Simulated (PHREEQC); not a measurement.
Make-up at 20 °C: 0.0038 mol TMAH, 0.00018 mol K2SO4 and 0.015 mol KH2PO4 per kg of water. Closed to the air; pH follows from the charge balance.

Model: ion-association model, phreeqc.dat, run in PHREEQC.

```tsv
quantity	before	after
pH	6.56	6.61
KHPO4- (mol/kgw)	6.26e-5	1.83e-5
```

Name the change that produced these shifts.
A. K2SO4 from 0.00018 to 1.8e-05 mol/kgw
B. KH2PO4 replaced by Na2HPO4 at the same molality
C. TMAH replaced by (CH3)4NF at the same molality
D. diluted 2-fold with water

D, diluted 2-fold with water

Precipitation was switched off in this run. (CH3)4N+ isn't in the database: it is added as a free cation with an ion size of 4 Å.
